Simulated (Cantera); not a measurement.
**Equilibrium for chlorosilane synthesis and conversion: SiCl4 + Cl2 + H2**

A closed system holds: 1 mol SiCl4, 2.9 mol Cl2, 10 mol H2, equilibrated at 2250 Torr.

Equilibrium computed with Cantera from the NASA thermochemical tables; the gas is ideal and each condensed phase is pure. Candidate condensed phases: Si; 19 gas species. The tables' values for SiCl3 are old estimates; treat these amounts as uncertain. Equilibrium is a limit: real reactors are often held back by kinetics, nucleation or transport.

```csv
T (K),log p H2,log p HCl,log p SiCl4,log p SiHCl3
1048,0.18,0.10,-0.67,-2.58
1123,0.18,0.10,-0.68,-2.36
1198,0.18,0.10,-0.68,-2.17
1273,0.18,0.10,-0.69,-2.01
1348,0.18,0.10,-0.71,-1.88
1423,0.18,0.11,-0.73,-1.77
1498,0.17,0.11,-0.78,-1.70
```
log p: log10 of the partial pressure in bar; nothing condenses.

From 1048 K to 1498 K nothing is condensed. The main Si-bearing gas is SiCl4 throughout.
